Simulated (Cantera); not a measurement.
Stirred combustor or abatement burner

A perfectly stirred reactor is fed with H2 : O2 : N2 = 1 : 0.357 : 1.34 (molar parts), equivalence ratio 1.4, at 1.01 bar; it is adiabatic with a 650 K inlet, and is followed from long to short residence time, starting on the burning branch (τ in s: 0.1, 0.038, 0.014, 0.0052, 0.0019, 0.0007, 0.00026, 9.6e-05, 3.5e-05, 1.3e-05).

Computed with Cantera and GRI-Mech 3.0 (53 species, 325 reactions).

```
τ (s)    T (K)   x H2      x O2      x H      x NO  x H2O   x H2O2
-------  -----  -----  --------  -------  --------  -----  -------
0.10      2503  0.120  0.000262  0.00949  0.000636  0.296  3.52e-8
0.038     2496  0.120  0.000311   0.0102  0.000603  0.296  3.93e-8
0.014     2479  0.120  0.000438   0.0120  0.000528  0.294  4.89e-8
0.0052    2442  0.119  0.000743   0.0156  0.000398  0.291  6.77e-8
0.0019    2374  0.118   0.00142   0.0224  0.000242  0.285  9.98e-8
0.00070   2265  0.116   0.00273   0.0331  0.000128  0.277  1.55e-7
0.00026   2114  0.114   0.00486   0.0480   7.21e-5  0.265  2.70e-7
9.6e-5    1927  0.111   0.00804   0.0669   4.46e-5  0.252  5.53e-7
3.5e-5    1715  0.111    0.0133   0.0871   2.40e-5  0.237  1.27e-6
1.3e-5    1487  0.130    0.0268   0.0951   8.63e-6  0.209  2.53e-6
```
x: mole fraction; the columns are a selection and need not sum to one.
